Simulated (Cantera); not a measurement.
Feed: 1 mol SiCl4, 1.8 mol HCl, 6.4 mol H2, held at 1200 K and 63000 Pa.

Equilibrium computed with Cantera from the NASA thermochemical tables; the gas is ideal and each condensed phase is pure. Candidate condensed phases: Si; 19 gas species. The tables' values for SiCl3 are old estimates; treat these amounts as uncertain. Kinetics and transport are ignored.

Base state: H2 0.684, HCl 0.207, SiCl4 0.0974, SiHCl3 0.00876, SiCl3 0.00196, SiCl2 0.000348, SiH2Cl2 0.000103 (mole fractions); condensed: gas only.

Task: What changes in the equilibrium state with this change: pressure from 63000 Pa to 10000 Pa?

Result: 
| species | before | after |
|---|---|---|
| H2 | 0.684 | 0.680 |
| HCl | 0.207 | 0.212 |
| SiCl4 | 0.0974 | 0.0934 |
| SiCl2 | 0.000348 | 0.00199 |
| SiCl3 | 0.00196 | 0.00461 |
